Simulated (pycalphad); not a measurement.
Computed with pycalphad from the COST 507 light-alloy database (1999), at 1 atm. The database dates from 1999; later assessments differ in places, in temperatures and in the compounds included. Amounts are mole fractions of atoms.

**Question.** Give the equilibrium state of Si-1.995V (wt.%) at 1175 K.

**Answer.** diamond (Si), fraction 0.967, with no V wt.%; SI2V, fraction 0.033, with 47.6 V wt.%.

Database names, with the compositions (at.%) that they take in these runs: SI2V: Si 67 V 33. An entry "none" or "no" means that the model of the phase leaves that element out.
